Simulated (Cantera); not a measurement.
A closed system holds: 1 mol Si₂H₆, 0.0039 mol Cl₂, 3.1 mol N₂, 0.65 mol HCl, equilibrated at 1600 K and 69.0 mbar.

Method: chemical equilibrium by Gibbs-energy minimisation in Cantera with the NASA 1993 tables (ideal gas, pure condensed phases). Candidate condensed phases: NH₄Cl, Si, Si₃N₄; 28 gas species. The feed counts by its element totals alone. The tables' values for SiCl₃ are old estimates; treat these amounts as uncertain. Rates play no part.

Base state: H₂ 0.556, N₂ 0.328, HCl 0.111, SiCl₂ 0.00431, SiCl₃ 0.000231, H 0.000154, SiCl₄ 3.05e-5, Cl 2.45e-5 (mole fractions); condensed: Si₃N₄(s).

Problem. What changes in the equilibrium state with this change: Si₂H₆ replaced by SiCl₄?

Solution. 
```tsv
species	before	after
N₂	0.328	0.648
SiCl₄	3.05e-5	0.203
HCl	0.111	0.136
H₂	0.556	9.85e-6
Cl₂	3.42e-9	0.000287
Cl	2.45e-5	0.00709
Si₃N₄(s), mol	0.658	0
```
